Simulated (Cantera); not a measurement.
What does this Cantera script print?

```python
import numpy as np
import cantera as ct

gas_names = [...]  # 113 gases of nasa_gas.yaml made of C, H, O, Ta
cond_names = """
    C(gr) C6H6(L) C7H8(L) C8H18(L),n-octa H2O(s) H2O(L) Ta(cr) Ta(L) TaC(s) TaC(L) Ta2O5(s) Ta2O5(L)
""".split()


# ... load() reads the species with a 1 bar reference pressure and builds the phases ...
atoms = {
    'Ta(OEt)5': {'Ta': 1, 'C': 10, 'H': 25, 'O': 5},
    'CO2': {'C': 1, 'O': 2},
    'CH4': {'C': 1, 'H': 4},
}
top_T = {'C(gr)': 4500}  # K; cautious upper limits of use, not melting points


# ... equilibrate(T, P, feed) seeds the gas with the atoms and calls Mixture.equilibrate('TP', solver="vcs", rtol=1e-11, max_steps=5000) ...
results = []
feed = {'Ta(OEt)5': 1, 'CO2': 0.12, 'CH4': 1.8}  # mol
T = 2173  # K
for P in [0.1, 0.75, 5.6, 42, 320, 2400, 18000, 130000, 1000000]:
    mix = equilibrate(T, P, feed)
    results.append((T, P, feed, dict(zip(mix.species_names, mix.species_moles))))

top = {s: max(r[3][s] / sum(r[3][g] for g in gas_names) for r in results) for s in gas_names}
cols = sorted((s for s in top if top[s] > 0.0001), key=lambda s: -top[s])[:9]
seen = [c for c in cond_names if any(r[3].get(c, 0) > 1e-12 for r in results)]
print("log10 of partial pressures in bar; condensed amounts in mol")
print(f"{'P/Pa':>10s}" + "".join(f"{s[:9]:>10s}" for s in cols + seen))
for T, P, feed, n in results:
    ng = sum(n[g] for g in gas_names)
    print(f"{P:10.4g}" + "".join(f"{np.log10(max(n[s] / ng * P / 1e5, 1e-99)):10.3f}" for s in cols)
          + "".join(f"{n.get(c, 0):10.4g}" for c in seen))
```

It prints:

```
log10 of partial pressures in bar; condensed amounts in mol
      P/Pa         H        H2        CO C2H2,acet       CH4        C3         C        C2       H2O     C(gr)    TaC(s)
       0.1    -6.084    -7.535    -6.843   -10.191   -18.624    -8.857    -9.027    -9.918   -18.582     5.476         1
      0.75    -5.288    -5.944    -5.918    -8.600   -15.442    -8.857    -9.027    -9.918   -16.067     5.632         1
       5.6    -4.643    -4.653    -4.960    -7.309   -12.860    -8.857    -9.027    -9.918   -13.819     5.629         1
        42    -4.118    -3.603    -4.028    -6.259   -10.761    -8.857    -9.027    -9.918   -11.836     5.617         1
       320    -3.644    -2.656    -3.120    -5.312    -8.866    -8.857    -9.027    -9.918    -9.981     5.612         1
      2400    -3.195    -1.757    -2.235    -4.413    -7.068    -8.857    -9.027    -9.918    -8.197      5.61         1
   1.8e+04    -2.753    -0.873    -1.357    -3.529    -5.301    -8.857    -9.027    -9.918    -6.435     5.609         1
   1.3e+05    -2.322    -0.011    -0.497    -2.668    -3.577    -8.857    -9.027    -9.918    -4.713     5.605         1
     1e+06    -1.879     0.875     0.390    -1.781    -1.805    -8.857    -9.027    -9.918    -2.940     5.576         1
```

Cantera equilibrium calculation (NASA polynomials, part measured and part estimated; ideal gas, pure solids and liquids). The feed counts by its element totals alone. TaC: taken at fixed stoichiometry. Condensed phases not in the tables: Ta2C.
